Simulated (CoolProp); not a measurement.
Vapour-liquid equilibrium of cyclohexane (1) + p-xylene (2) at 23.65 °C; x and y are mole fractions of (1).

Model: multi-fluid Helmholtz-energy mixture model, Zhou 2014 and Zhou 2012; pair parameters Bell 2016, in CoolProp.

```json
[
 {"x": "0.05", "bubble pressure, mixture model (MPa)": "0.001937", "bubble pressure, Raoult's law (MPa)": "0.001647", "y, mixture model": "0.465", "y, Raoult's law": "0.372"},
 {"x": "0.2", "bubble pressure, mixture model (MPa)": "0.004148", "bubble pressure, Raoult's law (MPa)": "0.003321", "y, mixture model": "0.786", "y, Raoult's law": "0.738"},
 {"x": "0.35", "bubble pressure, mixture model (MPa)": "0.005962", "bubble pressure, Raoult's law (MPa)": "0.004994", "y, mixture model": "0.874", "y, Raoult's law": "0.858"},
 {"x": "0.5", "bubble pressure, mixture model (MPa)": "0.007510", "bubble pressure, Raoult's law (MPa)": "0.006668", "y, mixture model": "0.919", "y, Raoult's law": "0.918"},
 {"x": "0.65", "bubble pressure, mixture model (MPa)": "0.008914", "bubble pressure, Raoult's law (MPa)": "0.008341", "y, mixture model": "0.948", "y, Raoult's law": "0.954"},
 {"x": "0.8", "bubble pressure, mixture model (MPa)": "0.01029", "bubble pressure, Raoult's law (MPa)": "0.01001", "y, mixture model": "0.971", "y, Raoult's law": "0.978"},
 {"x": "0.95", "bubble pressure, mixture model (MPa)": "0.01173", "bubble pressure, Raoult's law (MPa)": "0.01169", "y, mixture model": "0.993", "y, Raoult's law": "0.995"}
]
```

The largest gap from Raoult's law is +24.9 % in bubble pressure, at x = 0.2. No azeotrope shows between x = 0.05 and 0.95.

Pair parameters are fitted to limited data, so mixtures are less certain than the pure fluids.
